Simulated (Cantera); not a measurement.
An adiabatic, constant-pressure homogeneous reactor starts with CH4 : O2 : N2 = 1 : 1.43 : 17.1 (molar parts), equivalence ratio 1.4, at 1125 K and 3.00 bar.

Computed with Cantera and GRI-Mech 3.0 (53 species, 325 reactions).

x: mole fraction; the columns are a selection and need not sum to one.

```
t (s)     T (K)     x CH4     x O2       x HO2       x CH3    x C2H2
--------  -----  --------  -------  ----------  ----------  --------
4.00e-6    1125    0.0512   0.0732    4.54e-10    4.61e-10    <1e-12
1.18e-5    1125    0.0512   0.0732     1.34e-9     1.37e-9    <1e-12
3.48e-5    1125    0.0512   0.0732  (withheld)  (withheld)    <1e-12
0.000103   1125    0.0512   0.0732     1.14e-8     1.24e-8    <1e-12
0.000303   1125    0.0512   0.0732     3.20e-8     4.02e-8    <1e-12
0.000894   1125    0.0512   0.0732     8.03e-8     1.59e-7    <1e-12
0.00264    1125    0.0512   0.0732     1.31e-7     7.03e-7    <1e-12
0.00779    1125    0.0512   0.0732     1.43e-7     1.16e-6    <1e-12
0.0230     1125    0.0512   0.0732  (withheld)  (withheld)  1.41e-11
0.0678     1126    0.0510   0.0731     7.39e-7     2.46e-6  6.61e-10
0.200      1815  7.11e-10  1.29e-8    6.09e-12    2.37e-11  6.79e-10
```

### Question
Some entries are withheld; supply them.

### Answer

- 3.48e-5, x HO2: 3.93e-9
- 3.48e-5, x CH3: 4.07e-9
- 0.0230, x HO2: 2.54e-7
- 0.0230, x CH3: 1.45e-6
